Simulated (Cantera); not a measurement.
A closed system holds: 1 mol SiHCl3, 0.43 mol N2, held at 1823.15 K and 14.0 Pa.

Method: chemical equilibrium by Gibbs-energy minimisation in Cantera with the NASA 1993 tables (ideal gas, pure condensed phases). Candidate condensed phases: NH4Cl, Si, Si3N4; 28 gas species. The tables' values for SiCl3, SiCl are old estimates; treat these amounts as uncertain. Kinetics and transport are ignored.

Base state: SiCl2 0.391, HCl 0.339, N2 0.171, Cl 0.0582, H2 0.0266, H 0.00598, SiCl3 0.00440, SiCl 0.00178 (mole fractions); condensed: gas only.

What changes in the equilibrium state with this change: SiHCl3 replaced by SiH2Cl2?


```csv
species,before,after
SiCl2,0.391,0.296
H2,0.0266,0.295
HCl,0.339,0.171
Si,0.000953,0.0316
Cl,0.0582,0.00879
H,0.00598,0.0199
N2,0.171,0.168
Si3,1.32e-9,4.81e-5
Si2,1.86e-7,0.000205
Si2N,9.13e-8,9.96e-5
SiH2,2.81e-8,1.04e-5
"Si(l), mol",0,0.135
```
The tables' values for SiCl, SiCl3, SiN are old estimates; treat these amounts as uncertain. Gases not in the tables: Si2H6 and higher silanes.
